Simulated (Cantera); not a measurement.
## Transport properties of process gases

Gas mixture: C2H2 : N2 : H2 = 0.74 : 0.74 : 0.55 (molar parts), at 0.130 bar, frozen composition.

Cantera's kinetic-theory transport with the Lennard-Jones parameters of GRI-Mech 3.0, ideal gas; thermal conductivity in the multicomponent form. The composition is frozen, though it would react at the higher temperatures.

```csv
T (K),ρ (kg/m³),cp (J/kg/K),μ (µPa s),λ (mW/m/K),Pr,D (cm²/s) NO,D (cm²/s) CO2,D (cm²/s) NH3
400,0.0792,1824,17.5,60.2,0.529,2.99,2.34,3.24
650,0.0487,2011,25.0,90.9,0.554,6.89,5.55,7.96
900,0.0352,2163,31.4,120,0.564,11.9,9.75,14.2
1150,0.0275,2289,37.0,149,0.569,18.0,14.8,21.7
1400,0.0226,2392,42.1,177,0.570,24.9,20.6,30.4
1650,0.0192,2475,46.9,204,0.569,32.8,27.1,40.2
1900,0.0167,2541,51.5,230,0.568,41.4,34.3,51.0
```
D: mixture-averaged diffusion coefficient of that species in the mixture.
